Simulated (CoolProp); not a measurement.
Model: reference Helmholtz-energy equation of state, Gao 2022, in CoolProp.

### Question
For n-perfluorohexane, give the phase and the density (kg/m³), cp (kJ/(kg K)), isothermal compressibility (1/MPa), fugacity coefficient at 170.05 °C and 2.14 MPa.

### Answer
- 170.05 °C and 2.14 MPa: liquid; density 1050, cp 1.47, isothermal compressibility 0.122, fugacity coefficient 0.522
